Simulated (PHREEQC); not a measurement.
A solution holds 0.00091 mol/kgw CO2, at 15 °C. Closed to the air; pH follows from the charge balance.

Model: ion-association model, wateq4f.dat, run in PHREEQC.

```
Quantity                  Value
--------------  ---------------
pH                         4.73
ionic strength  1.85e-5 mol/kgw
```

```
species  molality  activity   log γ
-------  --------  --------  ------
CO2      0.000892  0.000892   0.000
H+        1.85e-5   1.84e-5  -0.002
HCO3-     1.85e-5   1.84e-5  -0.002
```

This is a speciation only: nothing precipitates in the calculation.
